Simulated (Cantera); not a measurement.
An isothermal, constant-pressure homogeneous reactor starts with N2O : H2O = 1 : 0.012 (molar parts), at 1275 K and 0.133 bar.

Model: GRI-Mech 3.0 (53 species, 325 reactions), integrated in Cantera. GRI-Mech 3.0 was tuned for natural gas; its chemistry of N2O as a main component is partial and can be far from experiment. The mechanism lacks the step 2 NO + O2 → 2 NO2, which can matter for NO2 below about 1400 K. The temperature is held fixed by assumption; the heat of reaction is taken as removed at once.

Predict: x(N2O) at 30.0 s; x(H2O) at 30.0 s; x(OH) at 30.0 s; x(NO2) at 30.0 s; x(O2) at 30.0 s.


```
Item                                                Result
----------------  ----------------------------------------
x(N2O) at 30.0 s  0.000745 (gas-phase equilibrium 8.70e-9)
x(H2O) at 30.0 s   0.00794 (gas-phase equilibrium 0.00793)
x(OH) at 30.0 s    4.80e-6 (gas-phase equilibrium 4.09e-6)
x(NO2) at 30.0 s  0.000305 (gas-phase equilibrium 2.13e-6)
x(O2) at 30.0 s        0.293 (gas-phase equilibrium 0.330)
```
